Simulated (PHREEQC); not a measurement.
Consider water at 25 °C with 0.028 mol/kgw CaCl2, 5.2e-05 mol/kgw Na2HPO4 and 0.0011 mol/kgw NaCl. Closed to the air; pH follows from the charge balance.

The numbers come from PHREEQC with the ion-association model, wateq4f.dat.

This is a speciation only: nothing precipitates in the calculation.

### Question
Order these P species by the share of P that they hold, largest first: CaPO4-, CaH2PO4+, CaHPO4, HPO4-2, H2PO4-.

### Answer
CaHPO4 (61 %), HPO4-2 (25 %), CaPO4- (6.4 %), H2PO4- (5.7 %), CaH2PO4+ (1.7 %)

The pH is 7.54 and the ionic strength 0.0851 mol/kgw. Saturation is exceeded, for instance for Hydroxyapatite; the values hold only as long as no solid forms. Species that the database lacks are ignored. H3PO4, which wateq4f.dat lacks, is added to it with the constant of phreeqc.dat.
